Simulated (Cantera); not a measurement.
Charge: 1 mol SiH4, 0.47 mol NH3, 74 mol N2, at 10.0 Torr.

Cantera equilibrium calculation (NASA polynomials, part measured and part estimated; ideal gas, pure solids and liquids). Candidate condensed phases: Si, Si3N4; 18 gas species. The tables' values for SiN are old estimates; treat these amounts as uncertain. Equilibrium is a limit: real reactors are often held back by kinetics, nucleation or transport.

x: gas mole fraction; n: condensed amount in mol.

```csv
T (°C),x N2,x H2,x Si,x H,n Si3N4(s),n Si(l)
802,0.965,0.0355,<1e-12,2.39e-8,0.333,0
902,0.965,0.0355,<1e-12,2.00e-7,0.333,0
1002,0.965,0.0355,1.06e-12,1.20e-6,0.333,0
1102,0.965,0.0355,1.22e-10,5.59e-6,0.333,0
1202,0.965,0.0355,[?],[?],0.333,0
1302,0.965,0.0354,2.62e-7,6.77e-5,0.333,0
1402,0.964,0.0354,6.04e-6,0.000189,0.333,0
1502,0.964,0.0352,[?],[?],0.330,0
1602,0.964,0.0346,0.000679,0.00106,0,0.937
1702,0.961,0.0339,0.00242,0.00218,0,0.783
1802,0.955,0.0327,0.00764,0.00417,0,0.329
```

### Question
Fill in the missing entries.

### Answer

- 1202, x Si: 7.37e-9
- 1202, x H: 2.11e-5
- 1502, x Si: 9.71e-5
- 1502, x H: 0.000470
